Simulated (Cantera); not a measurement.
An isothermal, constant-pressure homogeneous reactor starts with NH3 : H2 = 1 : 0.22 (molar parts), at 1375 K and 750 Torr. Integrator tolerance rtol = 1e-08.

Model: the gas-phase N/H chemistry of the illustrative SiF4/NH3 mechanism in the Surface Chemkin manual (1991), integrated in Cantera. Walls and surfaces, which speed up NH3 decomposition in real reactors, are not modelled.

### Question
What does this change do: temperature 1375 to 1575 K?

### Answer
| quantity | before | after |
|---|---|---|
| x(NH3) at 3.00 s | 0.815 (gas-phase equilibrium 2.97e-5) | 0.616 (gas-phase equilibrium 1.60e-5) |
| x(H2) at 3.00 s | 0.184 (gas-phase equilibrium 0.775) | 0.328 (gas-phase equilibrium 0.775) |
| x(NH2) at 3.00 s | 9.34e-6 (gas-phase equilibrium 2.29e-10) | 5.51e-5 (gas-phase equilibrium 1.77e-9) |
| x(NH) at 3.00 s | 7.53e-9 (gas-phase equilibrium <1e-12) | 1.62e-7 (gas-phase equilibrium 6.67e-12) |
| x(H) at 3.00 s | 1.07e-6 (gas-phase equilibrium 3.04e-6) | 1.26e-5 (gas-phase equilibrium 3.68e-5) |

### Question
What does this change do: temperature 1375 to 2275 K?

### Answer
```json
[
 {"quantity": "x(NH3) at 3.00 s", "before": "0.815 (gas-phase equilibrium 2.97e-5)", "after": "4.35e-6 (gas-phase equilibrium 4.30e-6)"},
 {"quantity": "x(H2) at 3.00 s", "before": "0.184 (gas-phase equilibrium 0.775)", "after": "0.768 (gas-phase equilibrium 0.768)"},
 {"quantity": "x(NH2) at 3.00 s", "before": "9.34e-6 (gas-phase equilibrium 2.29e-10)", "after": "1.34e-7 (gas-phase equilibrium 1.32e-7)"},
 {"quantity": "x(NH) at 3.00 s", "before": "7.53e-9 (gas-phase equilibrium <1e-12)", "after": "2.95e-8 (gas-phase equilibrium 2.92e-8)"},
 {"quantity": "x(H) at 3.00 s", "before": "1.07e-6 (gas-phase equilibrium 3.04e-6)", "after": "0.00749 (gas-phase equilibrium 0.00749)"}
]
```
